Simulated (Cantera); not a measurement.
# Equilibrium for boron, boron nitride and boron oxide: borazine + N2

Charge: 1 mol borazine, 4.7 mol N2, at 1202 °C and 1.00 bar.

Equilibrium computed with Cantera from the NASA thermochemical tables; the gas is ideal and each condensed phase is pure. Candidate condensed phases: B, BN; 15 gas species. The feed counts by its element totals alone. Equilibrium is a limit: real reactors are often held back by kinetics, nucleation or transport.

- x(N2): 0.610
- x(H2): 0.390
- x(NH3): 1.27e-5
- x(H): 8.10e-6
- n(BN(s)): 3.00 mol
- gas amount: 7.700 mol
- log10 activity of B(s) (absent): -4.17
